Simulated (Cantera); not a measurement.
Input: 1 mol SiC, 0.085 mol CO2, 360 mol H2, equilibrated at 1900 °C and 0.120 Pa.

Method: chemical equilibrium by Gibbs-energy minimisation in Cantera with the NASA 1993 tables (ideal gas, pure condensed phases). Candidate condensed phases: C, C6H6, C7H8, C8H18, H2O, Si, SiC, SiO2; 123 gas species. Kinetics and transport are ignored.

What is the equilibrium state?


```json
{
 "x(H)": "0.951",
 "x(H2)": "0.0466",
 "x(Si)": "0.00141",
 "x(C)": "0.000443",
 "x(CO)": "0.000247",
 "x(C3)": "0.000210",
 "x(SiC2)": "3.92e-5",
 "x(C2H2 (acetylene))": "3.30e-5",
 "x(C2)": "3.23e-5",
 "gas_amount": "689.5 mol",
 "log10 activity of C(graphite) (absent)": "-0.25",
 "log10 activity of Si(l) (absent)": "-5.22"
}
```
